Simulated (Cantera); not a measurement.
Gas mixture: 3.13 % C2H6, 32.8 % CO, 34.3 % CH3OH, 29.8 % CH4, at 0.00110 bar, frozen composition.

Cantera's kinetic-theory transport with the Lennard-Jones parameters of GRI-Mech 3.0, ideal gas; thermal conductivity in the multicomponent form. Polar gases are described roughly by these parameters. The composition is frozen, though it would react at the higher temperatures.

D: mixture-averaged diffusion coefficient of that species in the mixture.

```csv
T (K),ρ (kg/m³),cp (J/kg/K),μ (µPa s),λ (mW/m/K),Pr,D (cm²/s) O,D (cm²/s) OH,D (cm²/s) H2O
400,0.000856,1598,16.0,35.9,0.713,448,(withheld),311
650,0.000527,2085,23.9,69.1,0.722,1040,(withheld),792
900,0.000381,2467,30.8,105,0.726,1810,(withheld),1440
1150,0.000298,2769,36.8,140,0.728,2740,(withheld),2240
1400,0.000245,2988,42.4,174,0.729,3800,(withheld),3160
1650,0.000208,3152,47.5,205,0.729,5000,(withheld),4210
1900,0.000180,3275,52.2,235,0.729,6320,(withheld),5360
2150,0.000159,3368,56.8,262,0.728,7760,(withheld),6610
2400,0.000143,3441,61.1,289,0.728,9310,(withheld),7960
```

What belongs in the gaps?


- 400, D (cm²/s) OH: 440
- 650, D (cm²/s) OH: 1020
- 900, D (cm²/s) OH: 1780
- 1150, D (cm²/s) OH: 2690
- 1400, D (cm²/s) OH: 3730
- 1650, D (cm²/s) OH: 4910
- 1900, D (cm²/s) OH: 6200
- 2150, D (cm²/s) OH: 7620
- 2400, D (cm²/s) OH: 9140
